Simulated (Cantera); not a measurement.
What does this Cantera script print?

```python
import numpy as np
import cantera as ct

gas = ct.Solution("gri30.yaml")
gas.TPX = 1425, 130000, {'CH3OH': 0.0035, 'O2': 0.034, 'N2': 1}
reactor = ct.IdealGasConstPressureReactor(gas, energy="off", clone=False)
net = ct.ReactorNet([reactor])
net.rtol, net.atol = 1e-08, 1e-18
show = ['CH3OH', 'O2', 'CO', 'CO2', 'H2O2', 'HCN']
times = np.geomspace(0.0006, 10, 14)

steps = ct.SolutionArray(gas, extra=["t"])
rows = []
print(f"{'t/s':>10s}{'T/K':>9s}{'P/Pa':>11s}" + "".join(f"{s:>11s}" for s in show))
for t in times:
    while net.time < t:
        t_next = net.step()
        steps.append(gas.state, t=t_next)
    rows.append([np.interp(t, steps.t, y) for y in (steps.T, steps.P, *steps(*show).X.T)])
    print(f"{t:10.3e}{rows[-1][0]:9.1f}{rows[-1][1]:11.4g}" + "".join(f"{x:11.3e}" for x in rows[-1][2:]))
rate = np.gradient(steps.T, steps.t)
print("integrator steps:", len(steps.t))
if steps.T.max() > steps.T[0] + 200:
    print(f"time of steepest temperature rise: {steps.t[rate.argmax()]:.4e} s")
gas.TPX = 1425, 130000, {'CH3OH': 0.0035, 'O2': 0.034, 'N2': 1}
gas.equilibrate("TP")
print(f"equilibrium (TP): T = {gas.T:.1f} K  " + "  ".join(f"{s} {gas[s].X[0]:.3e}" for s in show))
```

It prints:

```
       t/s      T/K       P/Pa      CH3OH         O2         CO        CO2       H2O2        HCN
 6.000e-04   1425.0    1.3e+05  2.235e-03  3.215e-02  3.334e-04  4.854e-06  1.535e-05  4.361e-12
 1.267e-03   1425.0    1.3e+05  1.229e-12  2.847e-02  2.442e-03  9.196e-04  1.604e-07  1.152e-11
 2.677e-03   1425.0    1.3e+05  3.061e-21  2.788e-02  7.195e-04  2.647e-03  7.100e-08  2.571e-14
 5.655e-03   1425.0    1.3e+05 -2.745e-21  2.771e-02  1.902e-04  3.177e-03  2.672e-08  9.782e-16
 1.194e-02   1425.0    1.3e+05  1.249e-21  2.767e-02  4.420e-05  3.323e-03  8.821e-09  1.780e-16
 2.523e-02   1425.0    1.3e+05 -1.255e-20  2.766e-02  8.944e-06  3.359e-03  2.739e-09  5.612e-17
 5.330e-02   1425.0    1.3e+05 -3.467e-20  2.766e-02  1.524e-06  3.366e-03  8.921e-10  2.089e-17
 1.126e-01   1425.0    1.3e+05 -2.651e-19  2.766e-02  2.130e-07  3.368e-03  3.544e-10  7.621e-18
 2.378e-01   1425.0    1.3e+05  1.253e-20  2.766e-02  4.148e-08  3.368e-03  2.011e-10  2.180e-18
 5.023e-01   1425.0    1.3e+05  8.581e-22  2.766e-02  2.726e-08  3.368e-03  1.696e-10  4.432e-19
 1.061e+00   1425.0    1.3e+05  4.373e-27  2.766e-02  2.677e-08  3.368e-03  1.680e-10  2.171e-19
 2.241e+00   1425.0    1.3e+05  1.613e-28  2.766e-02  2.677e-08  3.368e-03  1.680e-10  1.518e-19
 4.734e+00   1425.0    1.3e+05  1.418e-28  2.766e-02  2.677e-08  3.368e-03  1.680e-10  7.249e-20
 1.000e+01   1425.0    1.3e+05  1.035e-28  2.766e-02  2.677e-08  3.368e-03  1.680e-10  1.435e-20
integrator steps: 1893
equilibrium (TP): T = 1425.0 K  CH3OH 1.639e-32  O2 2.749e-02  CO 2.685e-08  CO2 3.368e-03  H2O2 1.675e-10  HCN 4.790e-23
```

Cantera simulation using GRI-Mech 3.0 (53 species, 325 reactions); the numbers are that mechanism's predictions, not measurements. GRI-Mech 3.0 was tuned for natural gas; its chemistry of methanol as a main component is partial and can be far from experiment.
